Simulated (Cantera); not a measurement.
Input: 1 mol CsCl, 4 mol N2, at 41.0 mbar.

Method: chemical equilibrium by Gibbs-energy minimisation in Cantera with the NASA 1993 tables (ideal gas, pure condensed phases). Candidate condensed phases: Cs, CsCl; 8 gas species. The numbers say what is thermodynamically allowed, not how fast it happens.

x: gas mole fraction; n: condensed amount in mol.

```json
[
 {"T (K)": "948", "x N2": "0.991", "x CsCl": "0.00575", "x Cs2Cl2": "0.00305", "x Cs": "6.20e-11", "x Cl": "6.19e-11", "x Cl2": "<1e-12", "n CsCl(l)": "0.952"},
 {"T (K)": "1023", "x N2": "0.959", "x CsCl": "0.0272", "x Cs2Cl2": "0.0135", "x Cs": "1.05e-9", "x Cl": "1.05e-9", "x Cl2": "<1e-12", "n CsCl(l)": "0.774"},
 {"T (K)": "1098", "x N2": "0.852", "x CsCl": "0.102", "x Cs2Cl2": "0.0464", "x Cs": "1.20e-8", "x Cl": "1.20e-8", "x Cl2": "2.70e-12", "n CsCl(l)": "0.0870"},
 {"T (K)": "1173", "x N2": "0.823", "x CsCl": "___", "x Cs2Cl2": "___", "x Cs": "___", "x Cl": "___", "x Cl2": "___", "n CsCl(l)": "0"},
 {"T (K)": "1248", "x N2": "0.811", "x CsCl": "0.175", "x Cs2Cl2": "0.0140", "x Cs": "2.90e-7", "x Cl": "2.90e-7", "x Cl2": "5.88e-11", "n CsCl(l)": "0"},
 {"T (K)": "1323", "x N2": "0.805", "x CsCl": "0.189", "x Cs2Cl2": "___", "x Cs": "___", "x Cl": "___", "x Cl2": "___", "n CsCl(l)": "0"},
 {"T (K)": "1398", "x N2": "0.802", "x CsCl": "0.195", "x Cs2Cl2": "0.00293", "x Cs": "3.03e-6", "x Cl": "3.03e-6", "x Cl2": "4.80e-10", "n CsCl(l)": "0"},
 {"T (K)": "1473", "x N2": "0.801", "x CsCl": "0.197", "x Cs2Cl2": "0.00142", "x Cs": "8.06e-6", "x Cl": "8.06e-6", "x Cl2": "1.13e-9", "n CsCl(l)": "0"},
 {"T (K)": "1548", "x N2": "0.801", "x CsCl": "0.199", "x Cs2Cl2": "0.000732", "x Cs": "1.95e-5", "x Cl": "1.95e-5", "x Cl2": "2.43e-9", "n CsCl(l)": "0"},
 {"T (K)": "1623", "x N2": "0.800", "x CsCl": "0.199", "x Cs2Cl2": "0.000399", "x Cs": "4.33e-5", "x Cl": "4.32e-5", "x Cl2": "4.85e-9", "n CsCl(l)": "0"},
 {"T (K)": "1698", "x N2": "0.800", "x CsCl": "0.199", "x Cs2Cl2": "0.000229", "x Cs": "8.96e-5", "x Cl": "8.96e-5", "x Cl2": "9.10e-9", "n CsCl(l)": "0"}
]
```

### Question
What belongs in the gaps?

### Answer

- 1173, x CsCl: 0.148
- 1173, x Cs2Cl2: 0.0291
- 1173, x Cs: 6.81e-8
- 1173, x Cl: 6.81e-8
- 1173, x Cl2: 1.51e-11
- 1323, x Cs2Cl2: 0.00636
- 1323, x Cs: 1.01e-6
- 1323, x Cl: 1.01e-6
- 1323, x Cl2: 1.82e-10
